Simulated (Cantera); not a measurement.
A Cantera script and its output.

```python
import numpy as np
import cantera as ct

gas = ct.Solution("gri30.yaml")
gas.TPX = 1475, 150000, {'CO': 0.0015, 'O2': 0.0087, 'H2O': 0.0095, 'N2': 1}
reactor = ct.IdealGasConstPressureReactor(gas, energy="off", clone=False)
net = ct.ReactorNet([reactor])
net.rtol, net.atol = 1e-08, 1e-18
show = ['CO', 'O2', 'H2O', 'N2O', 'CO2', 'H2']
times = np.geomspace(3e-05, 10, 14)

steps = ct.SolutionArray(gas, extra=["t"])
rows = []
print(f"{'t/s':>10s}{'T/K':>9s}{'P/Pa':>11s}" + "".join(f"{s:>11s}" for s in show))
for t in times:
    while net.time < t:
        t_next = net.step()
        steps.append(gas.state, t=t_next)
    rows.append([np.interp(t, steps.t, y) for y in (steps.T, steps.P, *steps(*show).X.T)])
    print(f"{t:10.3e}{rows[-1][0]:9.1f}{rows[-1][1]:11.4g}" + "".join(f"{x:11.3e}" for x in rows[-1][2:]))
rate = np.gradient(steps.T, steps.t)
print("integrator steps:", len(steps.t))
if steps.T.max() > steps.T[0] + 200:
    print(f"time of steepest temperature rise: {steps.t[rate.argmax()]:.4e} s")
gas.TPX = 1475, 150000, {'CO': 0.0015, 'O2': 0.0087, 'H2O': 0.0095, 'N2': 1}
gas.equilibrate("TP")
print(f"equilibrium (TP): T = {gas.T:.1f} K  " + "  ".join(f"{s} {gas[s].X[0]:.3e}" for s in show))
```

Output:

```
       t/s      T/K       P/Pa         CO         O2        H2O        N2O        CO2         H2
 3.000e-05   1475.0    1.5e+05  1.471e-03  8.532e-03  9.316e-03  9.958e-14  1.017e-09  5.772e-12
 7.979e-05   1475.0    1.5e+05  1.471e-03  8.532e-03  9.316e-03  4.273e-13  3.171e-09  8.009e-11
 2.122e-04   1475.0    1.5e+05  1.471e-03  8.532e-03  9.316e-03  2.325e-12  1.454e-08  1.119e-09
 5.645e-04   1475.0    1.5e+05  1.471e-03  8.532e-03  9.316e-03  2.701e-11  1.830e-07  2.423e-08
 1.501e-03   1475.0    1.5e+05  1.436e-03  8.506e-03  9.297e-03  5.235e-09  3.454e-05  5.002e-06
 3.993e-03   1475.0    1.5e+05  2.938e-04  7.896e-03  9.168e-03  4.533e-07  1.178e-03  5.664e-05
 1.062e-02   1475.0    1.5e+05  2.485e-05  7.797e-03  9.286e-03  6.594e-07  1.447e-03  7.415e-06
 2.825e-02   1475.0    1.5e+05  2.339e-06  7.796e-03  9.310e-03  5.087e-07  1.470e-03  1.228e-06
 7.513e-02   1475.0    1.5e+05  2.379e-07  7.799e-03  9.317e-03  1.766e-07  1.472e-03  3.161e-07
 1.998e-01   1475.0    1.5e+05  6.097e-08  7.800e-03  9.319e-03  2.989e-08  1.472e-03  1.411e-07
 5.315e-01   1475.0    1.5e+05  4.601e-08  7.800e-03  9.319e-03  1.982e-08  1.472e-03  1.172e-07
 1.414e+00   1475.0    1.5e+05  4.579e-08  7.800e-03  9.319e-03  1.971e-08  1.472e-03  1.168e-07
 3.760e+00   1475.0    1.5e+05  4.579e-08  7.800e-03  9.319e-03  1.971e-08  1.472e-03  1.168e-07
 1.000e+01   1475.0    1.5e+05  4.579e-08  7.800e-03  9.319e-03  1.971e-08  1.472e-03  1.168e-07
integrator steps: 1145
equilibrium (TP): T = 1475.0 K  CO 4.613e-08  O2 7.684e-03  H2O 9.319e-03  N2O 1.958e-08  CO2 1.472e-03  H2 1.177e-07
```

Model: GRI-Mech 3.0 (53 species, 325 reactions), integrated in Cantera.
